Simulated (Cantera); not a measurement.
A perfectly stirred reactor is fed with C2H6 : N2 = 1 : 26 (molar parts), at 0.000120 bar; it is held at 1550 K, and followed from long to short residence time.

Model: GRI-Mech 3.0 (53 species, 325 reactions), integrated in Cantera. GRI-Mech 3.0 stops at C3 and has no aromatics, soot or wall deposition, so with more carbon than oxygen in the feed, carbon stays in small species such as C2H2 where larger ones or solid carbon would form. Radical loss at walls, strong at low pressure, is not modelled.

x: mole fraction; the columns are a selection and need not sum to one.

| τ (s) | x C2H6 | x H2 | x CH3 | x CH4 | x CH2 |
|---|---|---|---|---|---|
| 0.95 | 0.00388 | 0.0326 | 0.00536 | 0.0102 | (withheld) |
| 0.22 | 0.0134 | 0.0165 | 0.00841 | 0.00530 | (withheld) |
| 0.053 | 0.0293 | 0.00342 | 0.00603 | 0.000856 | (withheld) |
| 0.012 | 0.0359 | 0.000106 | 0.00186 | 5.66e-5 | (withheld) |
| 0.0029 | 0.0368 | 1.00e-6 | 0.000480 | 3.52e-6 | (withheld) |
| 0.00069 | 0.0370 | 1.06e-8 | 0.000116 | 2.02e-7 | 2.84e-10 |
| 0.00016 | 0.0370 | 3.40e-10 | 2.69e-5 | 1.09e-8 | 3.19e-12 |

**Question.** What belongs in the gaps?

**Answer.** 
- 0.95, x CH2: 1.60e-5
- 0.22, x CH2: 1.87e-5
- 0.053, x CH2: 9.46e-6
- 0.012, x CH2: 8.99e-7
- 0.0029, x CH2: 2.02e-8
